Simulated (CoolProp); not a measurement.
Vapour-liquid equilibrium of acetone (1) + cyclohexane (2) at 54.55 °C; x and y are mole fractions of (1).

Values from CoolProp's multi-fluid Helmholtz-energy mixture model, Lemmon 2006 and Zhou 2014; pair parameters Bell 2016.

| x | bubble pressure, mixture model (bar) | bubble pressure, Raoult's law (bar) | y, mixture model | y, Raoult's law |
|---|---|---|---|---|
| 0.05 | 0.6270 | 0.4551 | 0.340 | 0.106 |
| 0.15 | 0.8440 | 0.5084 | 0.539 | 0.284 |
| 0.25 | 0.9394 | 0.5617 | 0.605 | 0.428 |
| 0.35 | 0.9842 | 0.6150 | 0.637 | 0.547 |
| 0.45 | 1.009 | 0.6683 | 0.659 | 0.647 |
| 0.55 | 1.027 | 0.7216 | 0.681 | 0.733 |
| 0.65 | 1.040 | 0.7749 | 0.709 | 0.807 |
| 0.75 | 1.046 | 0.8282 | 0.750 | 0.871 |
| 0.85 | 1.036 | 0.8815 | 0.814 | 0.927 |
| 0.95 | 0.9978 | 0.9348 | 0.920 | 0.977 |

The largest gap from Raoult's law is +67.2 % in bubble pressure, at x = 0.25. y crosses x between x = 0.65 and 0.75: the model has an azeotrope there.

The pair parameters rest on a limited set of measurements; away from them the model extrapolates. With so large a gap from Raoult's law the liquid may split in two, which this calculation doesn't test in full.
